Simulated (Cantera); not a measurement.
Stirred combustor or abatement burner

A perfectly stirred reactor is fed with CH₄ : C₂H₆ : C₃H₈ : O₂ : N₂ = 1 : 0.83 : 0.073 : 3.51 : 13.2 (molar parts), at 7500 Torr; it is adiabatic with a 350 K inlet, and is followed from long to short residence time, starting on the burning branch (τ in s: 0.21, 0.1, 0.047, 0.023, 0.011, 0.0051, 0.0024, 0.0012, 0.00055, 0.00026, 0.00013, 6e-05).

Detailed kinetics in Cantera: GRI-Mech 3.0 (53 species, 325 reactions).

```csv
τ (s),T (K),x CH₄,x C₂H₆,x C₃H₈,x HO₂,x NO
0.21,1981,0.000808,2.92e-7,9.58e-9,1.54e-8,1.24e-5
0.10,1984,0.00133,6.91e-7,1.97e-8,3.13e-8,1.37e-5
0.047,1988,0.00204,1.59e-6,4.05e-8,6.38e-8,1.38e-5
0.023,1992,0.00285,3.35e-6,8.00e-8,1.24e-7,1.29e-5
0.011,1995,0.00376,6.92e-6,1.61e-7,2.47e-7,1.14e-5
0.0051,1995,0.00474,1.43e-5,3.38e-7,5.10e-7,9.79e-6
0.0024,1990,0.00566,2.89e-5,7.12e-7,1.06e-6,8.11e-6
0.0012,1977,0.00646,5.57e-5,1.45e-6,2.16e-6,6.45e-6
0.00055,1947,0.00737,0.000122,3.43e-6,5.16e-6,4.37e-6
0.00026,1887,0.00875,0.000296,9.30e-6,1.39e-5,2.12e-6
0.00013,350,0.0537,0.0446,0.00392,<1e-12,<1e-12
6.0e-5,350,0.0537,0.0446,0.00392,<1e-12,<1e-12
```
x: mole fraction; the columns are a selection and need not sum to one.
